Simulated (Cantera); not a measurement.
An isothermal, constant-pressure homogeneous reactor starts with H2 : O2 = 0.05 : 1 (molar parts), at 1375 K and 1.73 Torr.

Cantera simulation using the H2/O2 subset of GRI-Mech 3.0, which has no nitrogen chemistry; the numbers are that mechanism's predictions, not measurements. Radical loss at walls, strong at low pressure, is not modelled. The temperature is held fixed by assumption; the heat of reaction is taken as removed at once.

**Question.** Predict: x(H2) at 4.00 s; x(O2) at 4.00 s; x(H2O) at 4.00 s; x(H2O2) at 4.00 s; x(O) at 4.00 s; x(HO2) at 4.00 s; x(H) at 4.00 s.

**Answer.** 
```
Item                                                  Value
-----------------  ----------------------------------------
x(H2) at 4.00 s    0.000243 (gas-phase equilibrium 3.21e-7)
x(O2) at 4.00 s         0.939 (gas-phase equilibrium 0.951)
x(H2O) at 4.00 s      0.0462 (gas-phase equilibrium 0.0487)
x(H2O2) at 4.00 s  7.41e-9 (gas-phase equilibrium 2.15e-10)
x(O) at 4.00 s       0.0103 (gas-phase equilibrium 1.30e-5)
x(HO2) at 4.00 s    2.17e-7 (gas-phase equilibrium 3.48e-8)
x(H) at 4.00 s     0.000890 (gas-phase equilibrium 4.07e-8)
```
